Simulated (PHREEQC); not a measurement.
Consider water at 20 °C with 0.091 mol HF, 7.5e-05 mol NH4F, 6e-05 mol (NH4)2SiF6 and 6.5e-05 mol HCl per kg of water. Closed to the air; pH follows from the charge balance.

All values are PHREEQC results (ion-association model, wateq4f.dat), not measurements.

Precipitation was switched off in this run.

Task: Estimate the pH, ionic strength.

Result: pH 2.13; ionic strength 0.00821 mol/kgw.

Task: In which forms is F present?

Result: HF 65 %, H2F2 24 %, F- 7.1 %, HF2- 3.1 % of the F.

wateq4f.dat counts part of the HF as a dimer, H2F2, which phreeqc.dat doesn't know; its constant is uncertain. SiF6-2 is the database's only silicon fluoride.
